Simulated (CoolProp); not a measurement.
Vapour-liquid equilibrium of R134a (1) + dimethyl ether (2) at 0.609 MPa; x and y are mole fractions of (1).

Model: multi-fluid Helmholtz-energy mixture model, Tillner-Roth 1994 and Wu 2011; pair parameters Bell 2016, in CoolProp.

Problem. Give the bubble temperature and the first vapour's composition at x = 0.05, 0.45, 0.85. Is there an azeotrope?

Solution. x = 0.05: 26.4 °C, y = 0.044; x = 0.45: 26.5 °C, y = 0.475; x = 0.85: 23.5 °C, y = 0.879. y crosses x between x = 0.25 and 0.35: the model has an azeotrope there.

Pair parameters are fitted to limited data, so mixtures are less certain than the pure fluids.
